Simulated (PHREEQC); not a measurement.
PHREEQC input (ion-association model, wateq4f.dat):

```
SOLUTION_MASTER_SPECIES
  An  An-  0  An  62.0  # stands for a non-complexing anion
SOLUTION_SPECIES
  An- = An-
    -log_k 0
    -gamma 3.0 0
PHASES
  Fix_H+
    H+ = H+
    -log_k 0
SOLUTION 1
  temp 25
  units mmol/kgw
  pH 7 charge
  Na 1
  An 1
END
SELECTED_OUTPUT 1
  -reset false
  -pH true
  -pe true
  -ionic_strength true
  -water true
  -totals Na
  -molalities Hfo_wOH Hfo_wOH2+ Hfo_wO- Hfo_sOH Hfo_sOH2+ Hfo_sO-
USER_PUNCH 1
  -headings sigma psi
  10 PUNCH EDL("sigma", "Hfo"), EDL("psi", "Hfo")
PRINT
  -reset false
USE solution 1
SURFACE 1
  Hfo_wOH 0.000119101 600 0.053
  Hfo_sOH 2.97753e-06
EQUILIBRIUM_PHASES 1
  Fix_H+ -4 HAn 10
    -force_equality true
  O2(g) -0.68 10
END
# ... the last block is repeated for the other 12 points of pH, with NaOH or the acid as the point needs
```

Selected output (columns that matter, 13 of 13 rows; pH added in front):

```
pH	mu	Na	m_Hfo_wOH	m_Hfo_wOH2+	m_Hfo_wO-	m_Hfo_sOH	m_Hfo_sOH2+	m_Hfo_sO-	sigma	psi
4	0.001123	0.001	7.5024e-05	4.0926e-05	3.1506e-06	1.8756e-06	1.0232e-06	7.8766e-08	0.11749	0.21019
4.67	0.0010333	0.001	8.5357e-05	2.7723e-05	6.0206e-06	2.1339e-06	6.9308e-07	1.5052e-07	0.0675	0.18388
5.33	0.0010109	0.001	8.9517e-05	2.0727e-05	8.8566e-06	2.2379e-06	5.1819e-07	2.2141e-07	0.036921	0.15353
6	0.0010041	0.001	9.0925e-05	1.7101e-05	1.1075e-05	2.2731e-06	4.2753e-07	2.7687e-07	0.018744	0.11924
6.67	0.0010017	0.001	9.1312e-05	1.5322e-05	1.2467e-05	2.2828e-06	3.8305e-07	3.1166e-07	0.0088812	0.082535
7.33	0.0010007	0.001	9.1406e-05	1.444e-05	1.3255e-05	2.2852e-06	3.61e-07	3.3137e-07	0.0036862	0.045042
8	0.001001	0.0010009	9.1425e-05	1.3912e-05	1.3764e-05	2.2856e-06	3.478e-07	3.441e-07	0.0004613	0.0063695
8.67	0.0010053	0.0010057	9.1416e-05	1.344e-05	1.4245e-05	2.2854e-06	3.36e-07	3.5611e-07	-0.0025024	-0.032381
9.33	0.0010233	0.0010245	9.1358e-05	1.2768e-05	1.4975e-05	2.284e-06	3.1919e-07	3.7439e-07	-0.0068663	-0.070122
10	0.0011065	0.001109	9.1084e-05	1.1521e-05	1.6496e-05	2.2771e-06	2.8803e-07	4.1241e-07	-0.015474	-0.10719
10.67	0.0014948	0.0015006	8.9692e-05	9.0542e-06	2.0354e-05	2.2423e-06	2.2636e-07	5.0886e-07	-0.035147	-0.14103
11.33	0.0032937	0.0033078	8.2128e-05	4.8031e-06	3.217e-05	2.0532e-06	1.2008e-07	8.0426e-07	-0.085118	-0.16605
12	0.012263	0.012296	5.2823e-05	9.789e-07	6.5299e-05	1.3206e-06	2.4473e-08	1.6325e-06	-0.20005	-0.17616
```

Complexes and solids missing from the database can't appear.
